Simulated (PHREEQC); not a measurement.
Make-up at 25 °C: 120 mmol/kgw KH2PO4 and 6.3 mmol/kgw K2HPO4. Closed to the air; pH follows from the charge balance.

All values are PHREEQC results (ion-association model, phreeqc.dat), not measurements.

This is a speciation only: nothing precipitates in the calculation.

Question: What pH does the model give?

Answer: pH 5.54.

Question: In which forms is P present?

Answer: H2PO4- 95 %, HPO4-2 4.6 % of the P.
